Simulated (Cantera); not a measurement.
Input: 1 mol Si, 0.57 mol Cl2, 3.8 mol H2, at 625 K and 77000 Pa.

Method: chemical equilibrium by Gibbs-energy minimisation in Cantera with the NASA 1993 tables (ideal gas, pure condensed phases). Candidate condensed phases: Si; 19 gas species. Kinetics and transport are ignored.

Base state: H2 0.920, SiCl4 0.0445, SiHCl3 0.0336, SiH2Cl2 0.00138, HCl 5.88e-5, SiH3Cl 1.13e-5 (mole fractions); condensed: Si(s).

Question: What changes in the equilibrium state with this change: Cl2 from 0.57 to 1.7 mol?

Answer: 
```
species      before    after
----------  -------  -------
H2            0.920    0.795
SiCl4        0.0445    0.132
SiHCl3       0.0336   0.0707
SiH2Cl2     0.00138  0.00205
HCl         5.88e-5  7.18e-5
SiH3Cl      1.13e-5  1.19e-5
Si(s), mol    0.678   0.0646
```
